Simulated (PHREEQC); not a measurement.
Model water analysis in mg/L, 25 °C, pH 4.06, pe 11.1: Na 1560; K 247; Ca 152; Mg 120; Cl 481; S(6) as SO4 3880; Cu(2) 14.2.

Cl is adjusted to close the charge balance.
Valence states are taken as typed.

The numbers come from PHREEQC with the ion-association model, phreeqc.dat.

### Question
The ionic strength comes out as 0.117 mol/kgw. What activity coefficients do NaSO4-, Cl-, Mg+2, Cu+2, SO4-2 get?

### Answer
NaSO4- 0.78, Cl- 0.76, Mg+2 0.39, Cu+2 0.38, SO4-2 0.35.

Precipitation was switched off in this run. Complexes and solids missing from the database can't appear.
